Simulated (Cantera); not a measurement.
Input (Python, Cantera):

```python
import numpy as np
import cantera as ct

gas = ct.Solution("gri30.yaml")
gas.TPX = 1300, 2666, {'N2O': 1, 'H2': 0.035, 'N2': 5.2}
inlet = ct.Reservoir(gas, clone=True)

reactor = ct.IdealGasConstPressureReactor(gas, energy="off", clone=False)
exhaust = ct.Reservoir(gas, clone=True)
tau = [0.97, 0.61, 0.39, 0.24, 0.15, 0.097, 0.061, 0.039, 0.024, 0.015, 0.0098][0]
for a, b in ((inlet, reactor), (reactor, exhaust)):
    ct.MassFlowController(a, b, mdot=lambda t: reactor.mass / tau)
net = ct.ReactorNet([reactor])
show = ['N2O', 'H2', 'NO', 'H2O', 'N2', 'NO2']

rows = []
print(f"{'tau/s':>10s}{'T/K':>9s}" + "".join(f"{s:>11s}" for s in show))
for tau in [0.97, 0.61, 0.39, 0.24, 0.15, 0.097, 0.061, 0.039, 0.024, 0.015, 0.0098]:
    net.initial_time = 0.0
    net.advance(30 * tau)
    before = gas.X
    net.advance(40 * tau)
    drift = np.max(np.abs(gas.X - before) / (gas.X + 1e-9))
    rows.append([gas.T, *gas[show].X, drift])
    print(f"{tau:10.3e}{gas.T:9.1f}" + "".join(f"{x:11.3e}" for x in gas[show].X))
```

It prints:

```
     tau/s      T/K        N2O         H2         NO        H2O         N2        NO2
 9.700e-01   1300.0  1.408e-01  2.390e-04  1.786e-03  5.322e-03  8.461e-01  1.882e-05
 6.100e-01   1300.0  1.458e-01  3.504e-04  1.164e-03  5.222e-03  8.437e-01  1.363e-05
 3.900e-01   1300.0  1.492e-01  5.013e-04  7.653e-04  5.078e-03  8.420e-01  9.125e-06
 2.400e-01   1300.0  1.517e-01  7.303e-04  4.897e-04  4.853e-03  8.407e-01  5.371e-06
 1.500e-01   1300.0  1.534e-01  1.037e-03  3.263e-04  4.548e-03  8.397e-01  2.987e-06
 9.700e-02   1300.0  1.546e-01  1.417e-03  2.317e-04  4.168e-03  8.389e-01  1.670e-06
 6.100e-02   1300.0  1.558e-01  1.945e-03  1.664e-04  3.639e-03  8.381e-01  8.893e-07
 3.900e-02   1300.0  1.568e-01  2.583e-03  1.224e-04  3.000e-03  8.373e-01  4.867e-07
 2.400e-02   1300.0  1.578e-01  3.378e-03  8.580e-05  2.205e-03  8.364e-01  2.558e-07
 1.500e-02   1300.0  1.587e-01  4.139e-03  5.749e-05  1.446e-03  8.355e-01  1.369e-07
 9.800e-03   1300.0  1.594e-01  4.708e-03  3.730e-05  8.803e-04  8.349e-01  7.402e-08
```

Model: GRI-Mech 3.0 (53 species, 325 reactions), integrated in Cantera. GRI-Mech 3.0 was tuned for natural gas; its chemistry of N2O as a main component is partial and can be far from experiment. Radical loss at walls, strong at low pressure, is not modelled. The mechanism lacks the step 2 NO + O2 → 2 NO2, which can matter for NO2 below about 1400 K. The temperature is held fixed by assumption; the heat of reaction is taken as removed at once.
